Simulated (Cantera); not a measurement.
**Equilibrium for carbon deposition, reforming and gasification: C₃H₈ + H₂ + O₂**

Feed: 1 mol C₃H₈, 16 mol H₂, 0.00027 mol O₂, at 0.620 bar.

Cantera equilibrium calculation (NASA polynomials, part measured and part estimated; ideal gas, pure solids and liquids). Candidate condensed phases: C, C₆H₆, C₇H₈, C₈H₁₈, H₂O; 110 gas species. Rates play no part.

```tsv
T (°C)	x H₂	x CH₄	x H₂O	x CO	x C₂H₆	x C₂H₄	n C(graphite)
327	0.823	0.176	3.18e-5	1.36e-11	2.22e-8	<1e-12	0
427	0.823	0.176	3.18e-5	7.17e-9	1.64e-7	7.58e-11	0
527	0.824	0.176	3.10e-5	8.09e-7	7.57e-7	7.40e-9	0
627	0.858	0.142	1.74e-5	1.35e-5	1.57e-6	1.61e-7	0.508
727	0.947	0.0531	5.35e-6	2.31e-5	5.25e-7	3.29e-7	1.99
827	0.979	0.0213	1.42e-6	2.62e-5	1.83e-7	5.31e-7	2.58
927	0.990	0.00961	4.28e-7	2.68e-5	7.18e-8	7.61e-7	2.81
```
x: gas mole fraction; n: condensed amount in mol.

From 327 °C to 527 °C nothing is condensed. From 627 °C to 927 °C the condensed part is C(graphite). The main C-bearing gas is CH₄ throughout.
